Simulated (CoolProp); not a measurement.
A Linde-Hampson liquefier for CF4 (R14): isothermal reversible compression at 300 K from 1 atm to 25 MPa, throttling to 1 atm, return gas leaving the recuperator 0 K below the feed. Each further row changes one setting.

Values from CoolProp's reference Helmholtz-energy equation of state, Platzer 1990. This equation is an older, rougher fit; its heat capacities, sound speeds and derivatives of the liquid may be far off and weren't checked against measurements.

```csv
case,liquid yield per pass,compression work (kJ/kg of gas)
as stated,?,140
high pressure 50 MPa,?,?
warm-end temperature 330 K,?,?
warm-end gap 5 K,?,140
```

Task: Fill in the missing entries.

Result: 
- as stated, liquid yield per pass: 0.287
- high pressure 50 MPa, liquid yield per pass: 0.289
- high pressure 50 MPa, compression work (kJ/kg of gas): 163
- warm-end temperature 330 K, liquid yield per pass: 0.222
- warm-end temperature 330 K, compression work (kJ/kg of gas): 160
- warm-end gap 5 K, liquid yield per pass: 0.276
